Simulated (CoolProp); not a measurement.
Vapour-liquid equilibrium of hydrogen sulfide (1) + n-butane (2) at 287.7 K; x and y are mole fractions of (1).

Values from CoolProp's multi-fluid Helmholtz-energy mixture model, Lemmon 2006 and Bücker 2006; pair parameters Kunz 2012.

| x | bubble pressure, mixture model (MPa) | bubble pressure, Raoult's law (MPa) | y, mixture model | y, Raoult's law |
|---|---|---|---|---|
| 0.05 | 0.3014 | 0.2422 | 0.430 | 0.319 |
| 0.15 | 0.5296 | 0.3795 | 0.690 | 0.611 |
| 0.25 | 0.7198 | 0.5169 | 0.784 | 0.748 |
| 0.35 | 0.8763 | 0.6542 | 0.834 | 0.828 |
| 0.45 | 1.006 | 0.7916 | 0.866 | 0.879 |
| 0.55 | 1.118 | 0.9290 | 0.890 | 0.916 |
| 0.65 | 1.217 | 1.066 | 0.911 | 0.943 |
| 0.75 | 1.309 | 1.204 | 0.931 | 0.964 |
| 0.85 | 1.400 | 1.341 | 0.952 | 0.981 |
| 0.95 | 1.496 | 1.478 | 0.981 | 0.994 |

The largest gap from Raoult's law is +39.6 % in bubble pressure, at x = 0.15. No azeotrope shows between x = 0.05 and 0.95.

Pair parameters are fitted to limited data, so mixtures are less certain than the pure fluids.
